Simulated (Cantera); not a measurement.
An adiabatic, constant-volume homogeneous reactor starts with CH4 : C2H6 : C3H8 : O2 : N2 : H2O = 1 : 0.16 : 0.18 : 3.89 : 28.8 : 1.6 (molar parts), equivalence ratio 0.89, at 1173 K and 4.05 atm. Integrator tolerance rtol = 1e-08.

Computed with Cantera and GRI-Mech 3.0 (53 species, 325 reactions). GRI-Mech 3.0 was tuned for natural gas; its chemistry of propane as a main component is partial and can be far from experiment.

What does this change do: constant pressure in place of constant volume?


```json
[
 {"quantity": "time of steepest temperature rise", "before": "3.12 ms", "after": "3.30 ms"},
 {"quantity": "temperature at 0.200 s", "before": "2391 K", "after": "2168 K"},
 {"quantity": "equilibrium temperature", "before": "2391 K", "after": "2166 K"},
 {"quantity": "x(CH4) at 0.200 s", "before": "<1e-12 (gas-phase equilibrium <1e-12)", "after": "<1e-12 (gas-phase equilibrium <1e-12)"},
 {"quantity": "x(C2H6) at 0.200 s", "before": "<1e-12 (gas-phase equilibrium <1e-12)", "after": "<1e-12 (gas-phase equilibrium <1e-12)"},
 {"quantity": "x(C3H8) at 0.200 s", "before": "<1e-12 (gas-phase equilibrium <1e-12)", "after": "<1e-12 (gas-phase equilibrium <1e-12)"},
 {"quantity": "x(NO) at 0.200 s", "before": "0.00438 (gas-phase equilibrium 0.00438)", "after": "0.00189 (gas-phase equilibrium 0.00271)"},
 {"quantity": "x(C2H4) at 0.200 s", "before": "<1e-12 (gas-phase equilibrium <1e-12)", "after": "<1e-12 (gas-phase equilibrium <1e-12)"}
]
```
